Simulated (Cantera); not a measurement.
An isothermal, constant-pressure homogeneous reactor starts with N₂O : N₂ = 1 : 1.3 (molar parts), at 1373 K and 100000 Pa.

Computed with Cantera and GRI-Mech 3.0 (53 species, 325 reactions). GRI-Mech 3.0 was tuned for natural gas; its chemistry of N2O as a main component is partial and can be far from experiment. The mechanism lacks the step 2 NO + O2 → 2 NO2, which can matter for NO2 below about 1400 K. The temperature is held fixed by assumption; the heat of reaction is taken as removed at once.

Question: Predict: x(N₂O) at 50.0 s; x(NO₂) at 50.0 s; x(O) at 50.0 s; x(N₂) at 50.0 s; x(NO) at 50.0 s; x(O₂) at 50.0 s.

Answer: 
* **x(N₂O) at 50.0 s**: 7.71e-7 (gas-phase equilibrium 3.84e-8)
* **x(NO₂) at 50.0 s**: 0.000347 (gas-phase equilibrium 4.41e-6)
* **x(O) at 50.0 s**: 2.43e-7 (gas-phase equilibrium 2.62e-7)
* **x(N₂) at 50.0 s**: 0.796 (gas-phase equilibrium 0.821)
* **x(NO) at 50.0 s**: 0.0498 (gas-phase equilibrium 0.000587)
* **x(O₂) at 50.0 s**: 0.153 (gas-phase equilibrium 0.178)
